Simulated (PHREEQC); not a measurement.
**Brine: an equilibrium model**

A solution holds 3.3 mol H2SO4 and 0.073 mol K2SO4 per kg of water, at 92 °C. Closed to the air; pH follows from the charge balance.

Equilibrium calculation in PHREEQC: Pitzer model, pitzer.dat.

- pH: -1.05
- ionic strength: 3.81 mol/kgw
- activity of water: 0.838
- density: 1.130 g/cm³
- osmotic coefficient: 1.407
- total alkalinity: -6600 meq/kg

```
species  molality  activity   log γ
-------  --------  --------  ------
H+           3.45      11.2   0.512
HSO4-        3.15      2.53  -0.096
SO4-2       0.220  0.000308  -2.853
K+          0.146    0.0887  -0.216
```

Precipitation was switched off in this run. In brines, pH and single-ion activities rest on the MacInnes convention. Away from 25 °C the constants follow the database's enthalpies or fits; those with neither stay at their 25 °C values.
